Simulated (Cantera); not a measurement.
A closed system holds: 1 mol MgCl2, 1.4 mol H2O, 71 mol H2, equilibrated at 13.3 mbar.

Equilibrium computed with Cantera from the NASA thermochemical tables; the gas is ideal and each condensed phase is pure. Candidate condensed phases: H2O, Mg, MgCl2, MgO, Mg(OH)2; 22 gas species. The tables' values for MgH are old estimates; treat these amounts as uncertain. Equilibrium is a limit: real reactors are often held back by kinetics, nucleation or transport.

log p: log10 of the partial pressure in bar; n: condensed amount in mol.

```json
[
 {"T (°C)": "1000", "log p H2": "-1.89", "log p HCl": "-3.44", "log p H": "-7.09", "log p H2O": "-4.13", "log p Mg": "-9.78", "log p MgCl2": "-5.88", "log p Cl": "-8.72", "n MgO(s)": "0.993"},
 {"T (°C)": "1100", "log p H2": "-1.89", "log p HCl": "-3.45", "log p H": "?", "log p H2O": "-4.12", "log p Mg": "?", "log p MgCl2": "?", "log p Cl": "?", "n MgO(s)": "0.982"},
 {"T (°C)": "1200", "log p H2": "-1.89", "log p HCl": "-3.46", "log p H": "-5.84", "log p H2O": "-4.10", "log p Mg": "-7.10", "log p MgCl2": "-5.15", "log p Cl": "-7.50", "n MgO(s)": "0.961"},
 {"T (°C)": "1300", "log p H2": "-1.89", "log p HCl": "-3.47", "log p H": "?", "log p H2O": "-4.06", "log p Mg": "?", "log p MgCl2": "?", "log p Cl": "?", "n MgO(s)": "0.926"},
 {"T (°C)": "1400", "log p H2": "-1.89", "log p HCl": "-3.49", "log p H": "-4.89", "log p H2O": "-4.00", "log p Mg": "-5.15", "log p MgCl2": "-4.73", "log p Cl": "-6.59", "n MgO(s)": "0.855"},
 {"T (°C)": "1500", "log p H2": "-1.89", "log p HCl": "-3.50", "log p H": "-4.49", "log p H2O": "-3.88", "log p Mg": "-4.43", "log p MgCl2": "-4.64", "log p Cl": "-6.22", "n MgO(s)": "0.663"},
 {"T (°C)": "1600", "log p H2": "-1.90", "log p HCl": "-3.51", "log p H": "-4.14", "log p H2O": "-3.66", "log p Mg": "-3.91", "log p MgCl2": "-4.66", "log p Cl": "-5.87", "n MgO(s)": "0.169"},
 {"T (°C)": "1700", "log p H2": "-1.91", "log p HCl": "-3.48", "log p H": "-3.82", "log p H2O": "-3.60", "log p Mg": "-3.78", "log p MgCl2": "-4.97", "log p Cl": "-5.53", "n MgO(s)": "0"},
 {"T (°C)": "1800", "log p H2": "-1.91", "log p HCl": "-3.47", "log p H": "-3.54", "log p H2O": "-3.61", "log p Mg": "-3.77", "log p MgCl2": "-5.36", "log p Cl": "-5.23", "n MgO(s)": "0"}
]
```

**Question.** Some entries are withheld; supply them.

**Answer.** 
- 1100, log p H: -6.42
- 1100, log p Mg: -8.33
- 1100, log p MgCl2: -5.48
- 1100, log p Cl: -8.06
- 1300, log p H: -5.34
- 1300, log p Mg: -6.04
- 1300, log p MgCl2: -4.90
- 1300, log p Cl: -7.02
